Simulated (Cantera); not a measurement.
A closed system holds: 1 mol SiH2Cl2, 7.6 mol N2, 1.6 mol H2, 0.91 mol NH3, held at 825 K and 47.0 Pa.

These are equilibrium values from Cantera (NASA tables, ideal gas, pure condensed phases), not measurements of a reactor. Candidate condensed phases: NH4Cl, Si, Si3N4; 28 gas species. Equilibrium is a limit: real reactors are often held back by kinetics, nucleation or transport.

Base state: N2 0.599, H2 0.242, HCl 0.159, SiCl4 0.000852 (mole fractions); condensed: Si3N4(s).

What changes in the equilibrium state with this change: temperature from 825 K to 1300 K?


| species | before | after |
|---|---|---|
| N2 | 0.599 | 0.599 |
| H2 | 0.242 | 0.244 |
| HCl | 0.159 | 0.153 |
| SiCl2 | 3.00e-9 | 0.00373 |
| H | <1e-9 | 2.52e-5 |
| Cl | <1e-9 | 1.33e-5 |
| SiCl3 | 1.70e-7 | 0.000277 |
| SiCl4 | 0.000852 | 0.000122 |
| Si3N4(s), mol | 0.330 | 0.316 |
The tables' values for SiCl3 are old estimates; treat these amounts as uncertain.

What changes in the equilibrium state with this change: temperature from 825 K to 1348 K?


```json
[
 {"species": "N2", "before": "0.599", "after": "0.600"},
 {"species": "H2", "before": "0.242", "after": "0.247"},
 {"species": "HCl", "before": "0.159", "after": "0.144"},
 {"species": "SiCl2", "before": "3.00e-9", "after": "0.00775"},
 {"species": "H", "before": "<1e-9", "after": "5.31e-5"},
 {"species": "Cl", "before": "<1e-9", "after": "2.58e-5"},
 {"species": "SiCl3", "before": "1.70e-7", "after": "0.000362"},
 {"species": "Si3N4(s), mol", "before": "0.330", "after": "0.299"}
]
```
The tables' values for SiCl3 are old estimates; treat these amounts as uncertain.
